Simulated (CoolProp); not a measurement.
A single-stage vapour-compression cycle with CH2F2 (R32): evaporating at 193.15 K (dew point), condensing at 250.15 K (bubble point), superheat 5 K, subcooling 5 K, compressor efficiency 0.8, no pressure losses. Each further row changes one setting.

Model: reference Helmholtz-energy equation of state, Tillner-Roth 1997, in CoolProp.

| case | cooling COP | pressure ratio | discharge temperature (K) | refrigerating effect (kJ/kg) | volumetric capacity (kJ/m³) |
|---|---|---|---|---|---|
| as stated | 2.07 | 19.4 | 393.8 | 332 | 198 |
| evaporating temperature 198.15 K | 2.40 | 13.8 | 375.9 | 335 | 274 |
| condensing temperature 245.15 K | 2.32 | 15.9 | 379.2 | 340 | 203 |
| subcooling 10 K | 2.12 | 19.4 | 393.8 | 340 | 203 |
| superheat 15 K | 2.02 | 19.4 | 408.7 | 339 | 192 |
| compressor efficiency 0.7 | 1.81 | 19.4 | 416.3 | 332 | 198 |
